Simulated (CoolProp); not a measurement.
Vapour-liquid equilibrium of cyclohexane (1) + n-heptane (2) at 134.65 °C; x and y are mole fractions of (1).

Model: multi-fluid Helmholtz-energy mixture model, Zhou 2014 and Span 2003; pair parameters Bell 2016, in CoolProp.

```
x     bubble pressure, mixture model (MPa)  bubble pressure, Raoult's law (MPa)  y, mixture model  y, Raoult's law
----  ------------------------------------  -----------------------------------  ----------------  ---------------
0.05                                0.2707                               0.2705             0.072            0.074
0.2                                 0.2921                               0.2912             0.269            0.276
0.35                                0.3135                               0.3119             0.442            0.451
0.5                                 0.3345                               0.3326             0.593            0.604
0.65                                0.3552                               0.3533             0.728            0.739
0.8                                 0.3753                               0.3740             0.851            0.859
0.95                                0.3951                               0.3947             0.964            0.967
```

The largest gap from Raoult's law is +0.6 % in bubble pressure, at x = 0.5. No azeotrope shows between x = 0.05 and 0.95.

Pair parameters are fitted to limited data, so mixtures are less certain than the pure fluids.
